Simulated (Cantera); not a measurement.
Standard-state values (1 bar) from the NASA 1993 polynomials, evaluated with Cantera. Values are per mole of reaction as written; species without (g) are pure solids or liquids, kept so even where they would boil at 1 bar.

SO2(g) + CaO = Ca(g) + SO3(g)

```csv
T (K),ΔH° (kJ),ΔS° (J/K),ΔG° (kJ),log10 K
473,712.0,120.0,655.2,-72.36
573,[?],[?],[?],[?]
673,709.7,115.9,631.7,-49.03
773,[?],[?],[?],[?]
873,[?],[?],[?],[?]
973,706.3,111.7,597.6,-32.08
1073,[?],[?],[?],[?]
```

Complete the blanks.


- 573, ΔH° (kJ): 710.8
- 573, ΔS° (J/K): 117.7
- 573, ΔG° (kJ): 643.4
- 573, log10 K: -58.65
- 773, ΔH° (kJ): 708.5
- 773, ΔS° (J/K): 114.3
- 773, ΔG° (kJ): 620.2
- 773, log10 K: -41.91
- 873, ΔH° (kJ): 707.4
- 873, ΔS° (J/K): 113.0
- 873, ΔG° (kJ): 608.8
- 873, log10 K: -36.43
- 1073, ΔH° (kJ): 705.1
- 1073, ΔS° (J/K): 110.6
- 1073, ΔG° (kJ): 586.5
- 1073, log10 K: -28.55
